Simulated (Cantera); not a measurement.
Stirred combustor or abatement burner

A perfectly stirred reactor is fed with H2 : O2 : N2 = 1 : 0.909 : 3.42 (molar parts), equivalence ratio 0.55, at 0.420 bar; it is adiabatic with a 550 K inlet, and is followed from long to short residence time, starting on the burning branch (τ in s: 0.071, 0.033, 0.015, 0.0069, 0.0032, 0.0014, 0.00066, 0.0003, 0.00014, 6.4e-05).

Cantera simulation using GRI-Mech 3.0 (53 species, 325 reactions); the numbers are that mechanism's predictions, not measurements.

| τ (s) | T (K) | x H2 | x O2 | x OH | x HO2 | x O |
|---|---|---|---|---|---|---|
| 0.071 | 1928 | 0.000894 | 0.0835 | 0.00434 | 2.06e-6 | 0.000800 |
| 0.033 | 1915 | 0.00144 | 0.0832 | 0.00541 | 2.82e-6 | 0.00129 |
| 0.015 | 1894 | 0.00235 | 0.0830 | 0.00671 | 4.13e-6 | 0.00211 |
| 0.0069 | 1862 | 0.00372 | 0.0827 | 0.00808 | 6.10e-6 | 0.00336 |
| 0.0032 | 1814 | 0.00567 | 0.0827 | 0.00933 | 8.82e-6 | 0.00514 |
| 0.0014 | 1741 | 0.00844 | 0.0830 | 0.0102 | 1.26e-5 | 0.00765 |
| 0.00066 | 1652 | 0.0115 | 0.0840 | 0.0102 | 1.66e-5 | 0.0102 |
| 0.00030 | 1538 | 0.0154 | 0.0862 | 0.00927 | 2.17e-5 | 0.0126 |
| 0.00014 | 1408 | 0.0219 | 0.0908 | 0.00764 | 2.83e-5 | 0.0133 |
| 6.4e-5 | 1233 | 0.0443 | 0.105 | 0.00507 | 4.10e-5 | 0.00980 |
x: mole fraction; the columns are a selection and need not sum to one.
